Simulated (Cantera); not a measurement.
Feed: 1 mol H₂S, 2.3 mol O₂, equilibrated at 43.0 bar.

Equilibrium computed with Cantera from the NASA thermochemical tables; the gas is ideal and each condensed phase is pure. Candidate condensed phases: H₂O, H₂SO₄, S; 19 gas species. The ideal-gas law is rough above about 30 bar. Equilibrium is a limit: real reactors are often held back by kinetics, nucleation or transport. All values below are at 2000 °C.

Base state: H₂O 0.354, SO₂ 0.354, O₂ 0.283, OH 0.00525, SO₃ 0.00354, O 0.000344, H₂ 0.000180, SO 0.000133 (mole fractions); condensed: gas only.

Task: What changes in the equilibrium state with this change: pressure from 43.0 bar to 1.33 mbar?

Result: 
```csv
species,before,after
SO₂,0.354,0.301
H₂O,0.354,0.252
O₂,0.283,0.248
O,0.000344,0.0578
OH,0.00525,0.0574
H,1.72e-5,0.0361
SO,0.000133,0.0217
H₂,0.000180,0.0246
S,1.41e-8,0.000440
SH,9.82e-9,2.00e-5
SO₃,0.00354,1.57e-5
HO₂,4.52e-5,2.58e-6
```
